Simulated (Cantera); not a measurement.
Charge: 1 mol V, 0.091 mol O2, 0.63 mol N2, 0.045 mol H2O, at 1998.15 K and 3.10 mbar.

Equilibrium computed with Cantera from the NASA thermochemical tables; the gas is ideal and each condensed phase is pure. Candidate condensed phases: H2O, V, VN, VO, V2O3, V2O4, V2O5; 28 gas species. Mutual solubility and eutectic melting of coexisting phases are not modelled. VN, VO: taken at fixed stoichiometry. Condensed phases not in the tables: solid solutions among these carbides, nitrides and lower oxides, V2N. Equilibrium is a limit: real reactors are often held back by kinetics, nucleation or transport.

Base state: N2 0.838, H2 0.149, H 0.0111, V 0.000621, VO 0.000609, H2O 5.80e-5, VO2 5.52e-5 (mole fractions); condensed: VN(s) + VO(s).

Q: What changes in the equilibrium state with this change: V replaced by Cr?

A: 
```csv
species,before,after
N2,0.838,0.590
Cr,0,0.361
H2,0.149,0.0387
H,0.0111,0.00568
V,0.000621,0
CrO,0,0.00360
VO,0.000609,0
VO2,5.52e-5,0
"VN(s), mol",0.773,0
"VO(s), mol",0.227,0
"Cr(s), mol",0,0.462
"Cr2O3(s), mol",0,0.0742
```
Further candidate phases: Cr, CrN, Cr2N, Cr2O3.
